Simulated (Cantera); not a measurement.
## SiCl4 + H2 + Cl2 (chlorosilane synthesis and conversion)

Input: 1 mol SiCl4, 0.32 mol H2, 0.64 mol Cl2, at 1523.15 K and 1.00 bar.

Equilibrium computed with Cantera from the NASA thermochemical tables; the gas is ideal and each condensed phase is pure. Candidate condensed phases: Si; 19 gas species. The tables' values for SiCl3 are old estimates; treat these amounts as uncertain. Kinetics and transport are ignored.

| Property | Value |
|---|---|
| x(SiCl4) | 0.503 |
| x(HCl) | 0.322 |
| x(Cl2) | 0.148 |
| x(Cl) | 0.0262 |
| x(SiCl3) | 5.56e-5 |
| gas amount | 1.986 mol |
| log10 activity of Si(s) (absent) | -14.55 |
